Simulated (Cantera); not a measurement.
Adiabatic ignition

An adiabatic, constant-volume homogeneous reactor starts with 3.84 % CH4, 20.2 % O2, 76.0 % N2, at 1675 K and 300 Torr.

Computed with Cantera and GRI-Mech 3.0 (53 species, 325 reactions).

```json
[
 {"t (s)": "7.00e-6", "T (K)": "1675", "P (bar)": "0.400", "x CH4": "0.0384", "x O2": "0.202", "x O": "1.09e-7", "x NO2": "<1e-12", "x CH3": "2.31e-6"},
 {"t (s)": "1.47e-5", "T (K)": "1675", "P (bar)": "0.400", "x CH4": "0.0384", "x O2": "0.202", "x O": "1.31e-7", "x NO2": "<1e-12", "x CH3": "5.63e-6"},
 {"t (s)": "3.11e-5", "T (K)": "1675", "P (bar)": "0.400", "x CH4": "0.0384", "x O2": "0.202", "x O": "1.76e-7", "x NO2": "<1e-12", "x CH3": "1.34e-5"},
 {"t (s)": "6.54e-5", "T (K)": "1675", "P (bar)": "0.400", "x CH4": "0.0383", "x O2": "0.202", "x O": "2.93e-7", "x NO2": "<1e-12", "x CH3": "3.31e-5"},
 {"t (s)": "0.000138", "T (K)": "1675", "P (bar)": "0.400", "x CH4": "0.0382", "x O2": "0.202", "x O": "6.91e-7", "x NO2": "<1e-12", "x CH3": "9.56e-5"},
 {"t (s)": "0.000290", "T (K)": "1676", "P (bar)": "0.400", "x CH4": "0.0376", "x O2": "0.201", "x O": "3.40e-6", "x NO2": "<1e-12", "x CH3": "0.000411"},
 {"t (s)": "0.000612", "T (K)": "2261", "P (bar)": "0.554", "x CH4": "<1e-12", "x O2": "0.118", "x O": "0.0183", "x NO2": "7.85e-9", "x CH3": "<1e-12"},
 {"t (s)": "0.00129", "T (K)": "2461", "P (bar)": "0.596", "x CH4": "<1e-12", "x O2": "0.120", "x O": "0.00902", "x NO2": "2.48e-7", "x CH3": "<1e-12"},
 {"t (s)": "0.00272", "T (K)": "2506", "P (bar)": "0.605", "x CH4": "<1e-12", "x O2": "0.120", "x O": "0.00679", "x NO2": "9.60e-7", "x CH3": "<1e-12"},
 {"t (s)": "0.00572", "T (K)": "2503", "P (bar)": "0.604", "x CH4": "<1e-12", "x O2": "0.119", "x O": "0.00659", "x NO2": "2.21e-6", "x CH3": "<1e-12"},
 {"t (s)": "0.0121", "T (K)": "2496", "P (bar)": "0.602", "x CH4": "<1e-12", "x O2": "0.117", "x O": "0.00633", "x NO2": "4.24e-6", "x CH3": "<1e-12"},
 {"t (s)": "0.0254", "T (K)": "2489", "P (bar)": "0.600", "x CH4": "<1e-12", "x O2": "0.115", "x O": "0.00604", "x NO2": "6.58e-6", "x CH3": "<1e-12"},
 {"t (s)": "0.0535", "T (K)": "2484", "P (bar)": "0.599", "x CH4": "<1e-12", "x O2": "0.114", "x O": "0.00587", "x NO2": "7.97e-6", "x CH3": "<1e-12"},
 {"t (s)": "0.113", "T (K)": "2483", "P (bar)": "0.599", "x CH4": "<1e-12", "x O2": "0.113", "x O": "0.00584", "x NO2": "8.21e-6", "x CH3": "<1e-12"},
 {"t (s)": "0.237", "T (K)": "2483", "P (bar)": "0.599", "x CH4": "<1e-12", "x O2": "0.113", "x O": "0.00584", "x NO2": "8.22e-6", "x CH3": "<1e-12"},
 {"t (s)": "0.500", "T (K)": "2483", "P (bar)": "0.599", "x CH4": "<1e-12", "x O2": "0.113", "x O": "0.00584", "x NO2": "8.22e-6", "x CH3": "<1e-12"}
]
```
x: mole fraction; the columns are a selection and need not sum to one.

| Property | Value |
|---|---|
| time of steepest temperature rise | 0.524 ms |
| temperature at 0.500 s | 2483 K |
| equilibrium temperature | 2483 K |
| x(CH4) at 0.500 s | <1e-12 (gas-phase equilibrium <1e-12) |
| x(O2) at 0.500 s | 0.113 (gas-phase equilibrium 0.113) |
| x(O) at 0.500 s | 0.00584 (gas-phase equilibrium 0.00584) |
